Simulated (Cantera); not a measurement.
**Reactions in the system Al-I-N**

Source: NASA polynomial tables (part measured, part estimated), evaluated in Cantera. Values are per mole of reaction as written; species without (g) are pure solids or liquids, kept so even where they would boil at 1 bar.

3 I2 + 2 AlN → N2(g) + 2 AlI3(g)

```tsv
T (K)	ΔH° (kJ)	ΔS° (J/K)	ΔG° (kJ)	log10 K	condensed phases
350	246.9	542.7	57.0	-8.51	I2(s), AlN(s)
375	245.5	538.6	43.5	-6.06	I2(s), AlN(s)
400	196.0	410.9	31.7	-4.14	I2(l), AlN(s)
425	192.9	403.3	21.5	-2.65	I2(l), AlN(s)
450	189.8	396.1	11.5	-1.34	I2(l), AlN(s)
475	186.6	389.2	1.7	-0.19	I2(l), AlN(s)
500	183.4	382.6	-7.9	0.83	I2(l), AlN(s)
525	180.1	376.3	-17.4	1.73	I2(l), AlN(s)
550	176.9	370.2	-26.7	2.54	I2(l), AlN(s)
575	173.6	364.3	-35.9	3.26	I2(l), AlN(s)
600	170.3	358.7	-45.0	3.91	I2(l), AlN(s)
```
